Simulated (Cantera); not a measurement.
Equilibrium for silicon epitaxy and polysilicon growth: SiH₂Cl₂ + Cl₂ + N₂

Feed: 1 mol SiH₂Cl₂, 0.016 mol Cl₂, a varied amount of N₂, held at 1375 K and 1.00 bar.

Equilibrium computed with Cantera from the NASA thermochemical tables; the gas is ideal and each condensed phase is pure. Candidate condensed phases: NH₄Cl, Si, Si₃N₄; 28 gas species. N₂ is the only nitrogen source here; it is nearly inert below about 1500 K, so the nitride shown seldom forms there in practice. The tables' values for SiCl₃ are old estimates; treat these amounts as uncertain. Rates play no part.

```
n(N₂) (mol)   x N₂   x HCl     x H₂  x SiCl₄  n Si₃N₄(s)
-----------  -----  ------  -------  -------  ----------
7.4          0.791   0.139   0.0453   0.0223       0.263
8.8          0.820   0.122   0.0378   0.0186       0.265
10           0.838   0.111   0.0330   0.0162       0.267
12           0.862  0.0960   0.0271   0.0133       0.269
14           0.880  0.0848   0.0229   0.0112       0.270
17           0.899  0.0723   0.0184  0.00902       0.273
20           0.913  0.0631   0.0153  0.00749       0.274
24           0.927  0.0541   0.0124  0.00607       0.276
28           0.937  0.0474   0.0104  0.00507       0.278
33           0.946  0.0411  0.00859  0.00418       0.280
39           0.954  0.0355  0.00705  0.00342       0.281
45           0.960  0.0312  0.00595  0.00288       0.283
```
x: gas mole fraction; n: condensed amount in mol.

From 7.4 mol N₂ to 45 mol N₂ the condensed part is Si₃N₄(s). The main Si-bearing gas is SiCl₄ throughout. The share of Si in condensed phases is highest at 45 mol N₂ (84.8 %) and lowest at 7.4 mol N₂ (78.9 %).
